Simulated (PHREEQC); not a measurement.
Consider water at 25 °C with 1.8 mmol/kgw HF, 0.11 mmol/kgw KF and 0.12 mmol/kgw HCl. Closed to the air; pH follows from the charge balance.

Equilibrium calculation in PHREEQC: ion-association model, phreeqc.dat.

Each row changes one thing in this solution. Precipitation was switched off in this run.

```tsv
case	pH	ionic strength (mol/kgw)	HF (mol/kgw)	F- (mol/kgw)	HF2- (mol/kgw)
as made	3.08	0.000981	0.00104	0.000858	3.44e-6
diluted 100-fold with water	4.73	1.98e-5	5.15e-7	1.86e-5	3.68e-11
0.0012 mol/kgw CaBr2 added	3.08	0.00460	0.00102	0.000880	3.45e-6
temperature from 25 to 55 °C	3.17	0.000816	0.00121	0.000692	3.67e-6
diluted 10-fold with water	3.81	0.000168	3.54e-5	0.000156	2.12e-8
HCl left out	3.11	0.000904	0.00100	0.000900	3.46e-6
temperature from 25 to 15 °C	3.05	0.00104	0.000991	0.000913	3.17e-6
```

Some of these states are supersaturated (in Fluorite, for instance). At this temperature some constants are extrapolated from 25 °C, and those without enthalpy data are left unchanged.
